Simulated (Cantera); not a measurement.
**Equilibrium for metals in furnace atmospheres: Fe + H2O + N2**

A closed system holds: 1 mol Fe, 2.8 mol H2O, 210 mol N2, held at 1625 K and 0.000360 bar.

Method: chemical equilibrium by Gibbs-energy minimisation in Cantera with the NASA 1993 tables (ideal gas, pure condensed phases). Candidate condensed phases: Fe, FeO, Fe(OH)2, Fe(OH)3, Fe2O3, Fe3O4, H2O; 27 gas species. The tables' stoichiometric FeO is somewhat more stable than real wüstite, so its field is too wide. FeO: taken at fixed stoichiometry. Kinetics and transport are ignored.

The x(N2) is 0.986, the x(H2O) is 0.00931 and the x(H2) is 0.00371. The x(Fe) is 0.000896, the x(H) is 0.000226 and the x(OH) comes out as 2.39e-5. The x(FeO) comes out as 1.47e-5. The x(NO) comes out as 6.16e-6. The x(O2) comes out as 1.38e-6, the n(FeO(s)) is 0.806 mol and the gas amount comes out as 213.0 mol. The log10 activity of Fe(γ) (absent) is -0.73.
